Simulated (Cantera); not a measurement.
Mixture: CO : H₂ : CH₄ : O₂ : N₂ = 1 : 0.27 : 0.14 : 1.13 : 4.25 (molar parts), equivalence ratio 0.81, at 9.87 atm, adiabatic and at constant volume. Ignition delay is the time to a rise of 400 K.

Cantera simulation using GRI-Mech 3.0 (53 species, 325 reactions); the numbers are that mechanism's predictions, not measurements. Below about 1000 K GRI-Mech 3.0 lacks low-temperature oxidation paths.

| quantity | before | after |
|---|---|---|
| delay at 975 K | 8.23 ms | 14.8 ms |
| delay at 1050 K | 1.36 ms | 2.32 ms |
| delay at 1125 K | 0.293 ms | 0.433 ms |
| delay at 1200 K | 88.6 µs | 0.111 ms |
| delay at 1275 K | 36.0 µs | 41.0 µs |
| delay at 1350 K | 17.9 µs | 19.4 µs |
| delay at 1425 K | 10.3 µs | 10.8 µs |
| apparent activation energy between 1275 and 1425 K | 130 kJ/mol | 130 kJ/mol |

Problem. Name the change that produced these shifts.
A) CO 1 to 0.55 parts
B) O2 1.13 to 0.6 parts
C) H2 0.27 to 0.57 parts
D) CO 1 to 0.39 parts

Solution. D, CO 1 to 0.39 parts
